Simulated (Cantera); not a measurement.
Cantera with NASA thermochemical tables; ideal gases at 1 bar, condensed phases pure. Values are per mole of reaction as written; species without (g) are pure solids or liquids, kept so even where they would boil at 1 bar.

3 H2O2(g) + 2 Cr → Cr2O3 + 3 H2O(g)

| T (K) | ΔH° (kJ) | ΔS° (J/K) | ΔG° (kJ) | log10 K | condensed phases |
|---|---|---|---|---|---|
| 2398 | -1504.8 | -114.3 | -1230.7 | 26.81 | Cr(l), Cr2O3(s) |
| 2498 | [?] | [?] | [?] | [?] | Cr(l), Cr2O3(s) |
| 2598 | -1505.2 | -114.5 | -1207.8 | 24.28 | Cr(l), Cr2O3(s) |
| 2698 | [?] | [?] | [?] | [?] | Cr(l), Cr2O3(l) |
| 2798 | [?] | [?] | [?] | [?] | Cr(l), Cr2O3(l) |

Task: What belongs in the gaps?

Result: 
- 2498, ΔH° (kJ): -1505.0
- 2498, ΔS° (J/K): -114.4
- 2498, ΔG° (kJ): -1219.2
- 2498, log10 K: 25.49
- 2698, ΔH° (kJ): -1374.4
- 2698, ΔS° (J/K): -64.2
- 2698, ΔG° (kJ): -1201.1
- 2698, log10 K: 23.25
- 2798, ΔH° (kJ): -1373.2
- 2798, ΔS° (J/K): -63.8
- 2798, ΔG° (kJ): -1194.7
- 2798, log10 K: 22.30
